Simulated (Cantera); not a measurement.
Feed: 1 mol SiCl4, 0.69 mol HCl, 960 mol H2, held at 128 Torr.

Method: chemical equilibrium by Gibbs-energy minimisation in Cantera with the NASA 1993 tables (ideal gas, pure condensed phases). Candidate condensed phases: Si; 19 gas species. Gases not in the tables: Si2H6 and higher silanes. The numbers say what is thermodynamically allowed, not how fast it happens.

Task: At 1698 K, list the 5 most abundant gas species with their mole fractions, and the condensed phases.

Result: H2 0.995, HCl 0.00471, H 0.000350, SiCl2 8.00e-5, SiH2 1.39e-5. Condensed: Si(l).
